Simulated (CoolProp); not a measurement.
Vapour pressure (MPa) of fluorine: the reference equation beside estimates from Tc = -128.7 °C, pc = 5.240 MPa, ω = 0.045. Clausius-Clapeyron is anchored at -192.45 °C with a constant enthalpy of vaporisation of 6.774 kJ/mol.

Values from CoolProp's reference Helmholtz-energy equation of state, de Reuck 1990.

| T (°C) | reference | Lee-Kesler | Clausius-Clapeyron | Peng-Robinson |
|---|---|---|---|---|
| -204.75 | 0.008977 | 0.009340 | 0.009743 | 0.009978 |
| -200.65 | 0.01829 | 0.01886 | 0.01911 | 0.01992 |
| -196.55 | 0.03427 | 0.03513 | 0.03487 | 0.03669 |
| -192.45 | 0.05987 | 0.06115 | 0.05987 | 0.06322 |
| -188.45 | 0.09747 | 0.09933 | 0.09644 | 0.1018 |
| -184.35 | 0.1529 | 0.1555 | 0.1504 | 0.1582 |
| -180.25 | 0.2298 | 0.2334 | 0.2254 | 0.2359 |
| -176.15 | 0.3328 | 0.3375 | 0.3266 | 0.3397 |
| -172.05 | 0.4668 | 0.4729 | 0.4591 | 0.4744 |
| -168.05 | 0.6324 | 0.6396 | 0.6240 | 0.6407 |
| -163.95 | 0.8428 | 0.8511 | 0.8348 | 0.8521 |
| -159.85 | 1.100 | 1.109 | 1.094 | 1.111 |
| -155.75 | 1.409 | 1.418 | 1.406 | 1.422 |
| -151.65 | 1.775 | 1.784 | 1.777 | 1.792 |

Absolute difference from the reference over all 14 rows, mean and median: Lee-Kesler 1.7 and 1.5 %, Clausius-Clapeyron 1.9 and 1.5 %, Peng-Robinson 3.7 and 2.4 %.
